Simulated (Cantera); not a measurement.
Mixture: CH4 : H2 : O2 : N2 : H2O = 1 : 0.059 : 3.83 : 14.4 : 4.4 (molar parts), at 3.30 bar, adiabatic and at constant pressure. Ignition delay is the time to a rise of 400 K.

Computed with Cantera and GRI-Mech 3.0 (53 species, 325 reactions).

Question: Predict: delay at 1223 K; delay at 1298 K; delay at 1373 K; delay at 1448 K; delay at 1523 K; apparent activation energy between 1373 and 1523 K.

Answer: delay at 1223 K: 5.46 ms
delay at 1298 K: 2.61 ms
delay at 1373 K: 1.27 ms
delay at 1448 K: 0.622 ms
delay at 1523 K: 0.312 ms
apparent activation energy between 1373 and 1523 K: 160 kJ/mol
